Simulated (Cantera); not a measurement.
Feed: 1 mol Si3N4, 0.061 mol H2, at 1573.15 K and 10.0 mbar.

Method: chemical equilibrium by Gibbs-energy minimisation in Cantera with the NASA 1993 tables (ideal gas, pure condensed phases). Candidate condensed phases: Si, Si3N4; 18 gas species. Mutual solubility and eutectic melting of coexisting phases are not modelled. Kinetics and transport are ignored.

Base state: H2 0.981, N2 0.0187, H 0.000403 (mole fractions); condensed: Si(s) + Si3N4(s).

Task: What changes in the equilibrium state with this change: Si3N4 replaced by SiC?

Result: 
| species | before | after |
|---|---|---|
| H2 | 0.981 | 1.000 |
| H | 0.000403 | 0.000407 |
| N2 | 0.0187 | 0 |
| Si(s), mol | 0.00174 | 0 |
| Si3N4(s), mol | 0.999 | 0 |
| SiC(s), mol | 0 | 1.00 |
Further candidate phases: C, C6H6, C7H8, C8H18, SiC.
